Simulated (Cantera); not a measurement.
Charge: 1 mol SiH₂Cl₂, 13 mol N₂, held at 4.30 mbar.

These are equilibrium values from Cantera (NASA tables, ideal gas, pure condensed phases), not measurements of a reactor. Candidate condensed phases: NH₄Cl, Si, Si₃N₄; 28 gas species. The tables' values for SiCl₃, SiCl are old estimates; treat these amounts as uncertain. Equilibrium is a limit: real reactors are often held back by kinetics, nucleation or transport. All values below are at 1600 K.

Base state: N₂ 0.865, HCl 0.0515, H₂ 0.0420, SiCl₂ 0.0405, SiCl₃ 0.000911, H 0.000170, Cl 0.000165, SiCl₄ 5.05e-5 (mole fractions); condensed: Si₃N₄(s).

Problem. What changes in the equilibrium state with this change: pressure from 4.30 mbar to 0.100 bar?

Solution. 
| species | before | after |
|---|---|---|
| N₂ | 0.865 | 0.866 |
| HCl | 0.0515 | 0.0812 |
| H₂ | 0.0420 | 0.0282 |
| SiCl₂ | 0.0405 | 0.0184 |
| SiCl₄ | 5.05e-5 | 0.00197 |
| SiCl | 2.29e-5 | 1.12e-6 |
| SiHCl₃ | 5.95e-6 | 9.91e-5 |
| Si₃N₄(s), mol | 0.129 | 0.216 |
The tables' values for SiCl₃ are old estimates; treat these amounts as uncertain.
